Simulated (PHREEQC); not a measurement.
A solution holds 0.056 mol HF and 0.00018 mol NH4HF2 per kg of water, at 20 °C. Closed to the air; pH follows from the charge balance.

The numbers come from PHREEQC with the ion-association model, wateq4f.dat.

No solid was allowed to form.

Question: Order these F species by the share of F that they hold, largest first: H2F2, HF, HF2-, F-.

Answer: HF (70 %), H2F2 (17 %), F- (9.8 %), HF2- (2.8 %)

The pH is 2.25 and the ionic strength 0.00632 mol/kgw. wateq4f.dat counts part of the HF as a dimer, H2F2, which phreeqc.dat doesn't know; its constant is uncertain.
